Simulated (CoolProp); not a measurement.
Vapour-liquid equilibrium of R125 (1) + R143a (2) at 219 K; x and y are mole fractions of (1).

The numbers come from the multi-fluid Helmholtz-energy mixture model, Lemmon 2005 and Lemmon and Jacobsen 2000; pair parameters Lemmon 2004 in CoolProp.

Task: Give the bubble pressure and the first vapour's composition at x = 0.05, 0.425, 0.8. Is there an azeotrope?

Result: x = 0.05: 0.7168 bar, y = 0.044; x = 0.425: 0.6992 bar, y = 0.426; x = 0.8: 0.7198 bar, y = 0.821. y crosses x between x = 0.35 and 0.425: the model has an azeotrope there.

The pair parameters rest on a limited set of measurements; away from them the model extrapolates.
